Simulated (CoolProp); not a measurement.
Vapour-liquid equilibrium of n-heptane (1) + toluene (2) at 0.00797 MPa; x and y are mole fractions of (1).

Computed with CoolProp (multi-fluid Helmholtz-energy mixture model, Span 2003 and Lemmon 2006; pair parameters Bell 2016).

```tsv
x	bubble temperature (K)	y at the bubble point	dew temperature at overall composition x (K)	liquid density (mol/L)
0.05	311.9	0.110	312.7	9.050
0.125	310.2	0.237	311.7	8.824
0.2	308.9	0.335	310.7	8.606
0.275	307.9	0.415	309.7	8.396
0.35	307.1	0.484	308.7	8.193
0.425	306.4	0.546	307.8	7.998
0.5	305.8	0.604	306.9	7.811
0.575	305.3	0.660	306.1	7.631
0.65	304.9	0.716	305.4	7.458
0.725	304.6	0.773	304.9	7.292
0.8	304.2	0.831	304.4	7.133
0.875	304.0	0.892	304.1	6.979
0.95	303.8	0.956	303.8	6.831
```

No azeotrope shows between x = 0.05 and 0.95.

The pair parameters rest on a limited set of measurements; away from them the model extrapolates.
